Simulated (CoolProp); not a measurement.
Saturation properties of ethylbenzene.

The numbers come from the reference Helmholtz-energy equation of state, Zhou 2012 in CoolProp.

```json
[
 {"T (K)": "458.5", "p (MPa)": "0.3225", "enthalpy of vaporisation (kJ/kg)": "302.4", "liquid cp (kJ/(kg K))": "2.334", "vapour Z": "0.9021"},
 {"T (K)": "470.4", "p (MPa)": "0.4095", "enthalpy of vaporisation (kJ/kg)": "293.5", "liquid cp (kJ/(kg K))": "2.382", "vapour Z": "0.8848"},
 {"T (K)": "482.4", "p (MPa)": "0.5141", "enthalpy of vaporisation (kJ/kg)": "284.1", "liquid cp (kJ/(kg K))": "2.433", "vapour Z": "0.8655"},
 {"T (K)": "494.3", "p (MPa)": "0.6365", "enthalpy of vaporisation (kJ/kg)": "[?]", "liquid cp (kJ/(kg K))": "[?]", "vapour Z": "0.8444"},
 {"T (K)": "506.2", "p (MPa)": "0.7796", "enthalpy of vaporisation (kJ/kg)": "[?]", "liquid cp (kJ/(kg K))": "2.542", "vapour Z": "0.8211"},
 {"T (K)": "518.1", "p (MPa)": "0.9455", "enthalpy of vaporisation (kJ/kg)": "252.4", "liquid cp (kJ/(kg K))": "2.602", "vapour Z": "0.7954"},
 {"T (K)": "530.1", "p (MPa)": "1.138", "enthalpy of vaporisation (kJ/kg)": "[?]", "liquid cp (kJ/(kg K))": "2.670", "vapour Z": "0.7668"},
 {"T (K)": "542", "p (MPa)": "1.357", "enthalpy of vaporisation (kJ/kg)": "[?]", "liquid cp (kJ/(kg K))": "2.747", "vapour Z": "0.7352"},
 {"T (K)": "553.9", "p (MPa)": "1.607", "enthalpy of vaporisation (kJ/kg)": "212.3", "liquid cp (kJ/(kg K))": "2.840", "vapour Z": "0.6999"},
 {"T (K)": "565.8", "p (MPa)": "1.890", "enthalpy of vaporisation (kJ/kg)": "195.8", "liquid cp (kJ/(kg K))": "2.961", "vapour Z": "0.6599"},
 {"T (K)": "577.8", "p (MPa)": "2.213", "enthalpy of vaporisation (kJ/kg)": "176.5", "liquid cp (kJ/(kg K))": "3.139", "vapour Z": "0.6131"}
]
```

Problem. Complete the blanks.

Solution. 
- 494.3, enthalpy of vaporisation (kJ/kg): 274.2
- 494.3, liquid cp (kJ/(kg K)): 2.486
- 506.2, enthalpy of vaporisation (kJ/kg): 263.7
- 530.1, enthalpy of vaporisation (kJ/kg): 240.2
- 542, enthalpy of vaporisation (kJ/kg): 227.0

It boils at 409.3 K under 1 atm.
